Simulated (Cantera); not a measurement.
Charge: 1 mol Ti, 22 mol H2, at 1.00 bar.

Cantera equilibrium calculation (NASA polynomials, part measured and part estimated; ideal gas, pure solids and liquids). Candidate condensed phases: Ti; 3 gas species. Rates play no part.

log p: log10 of the partial pressure in bar; n: condensed amount in mol.

| T (°C) | log p H2 | log p H | log p Ti | n Ti(α) | n Ti(β) | n Ti(l) |
|---|---|---|---|---|---|---|
| 727 | 0.00 | -8.64 | <-12 | 1.00 | 0 | 0 |
| 827 | 0.00 | -7.59 | <-12 | 1.00 | 0 | 0 |
| 927 | 0.00 | -6.70 | <-12 | 0 | 1.00 | 0 |
| 1027 | 0.00 | -5.96 | … | 0 | 1.00 | 0 |
| 1127 | 0.00 | -5.31 | … | 0 | 1.00 | 0 |
| 1227 | 0.00 | -4.75 | … | 0 | 1.00 | 0 |
| 1327 | 0.00 | -4.26 | … | 0 | 1.00 | 0 |
| 1427 | 0.00 | -3.83 | … | 0 | 1.000 | 0 |
| 1527 | 0.00 | -3.45 | … | 0 | 1.000 | 0 |
| 1627 | 0.00 | -3.10 | … | 0 | 1.000 | 0 |
| 1727 | 0.00 | -2.79 | … | 0 | 0 | 1.000 |
| 1827 | 0.00 | -2.51 | … | 0 | 0 | 0.999 |
| 1927 | 0.00 | -2.25 | … | 0 | 0 | 0.998 |

Task: Some entries are withheld; supply them.

Result: 
- 1027, log p Ti: -11.44
- 1127, log p Ti: -10.11
- 1227, log p Ti: -8.97
- 1327, log p Ti: -7.97
- 1427, log p Ti: -7.09
- 1527, log p Ti: -6.31
- 1627, log p Ti: -5.62
- 1727, log p Ti: -5.00
- 1827, log p Ti: -4.46
- 1927, log p Ti: -3.97
